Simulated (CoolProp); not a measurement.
Values from CoolProp's reference Helmholtz-energy equation of state, Thol 2017.

**Question.** Give the vapour pressure (kPa), vapour density (kg/m³), liquid cp (kJ/(kg K)) of saturated decamethyltetrasiloxane (MD2M) at 387.3 K.

**Answer.** 
| T (K) | p (kPa) | vapour density (kg/m³) | liquid cp (kJ/(kg K)) |
|---|---|---|---|
| 387.3 | 8.33 | 0.812 | 1.94 |
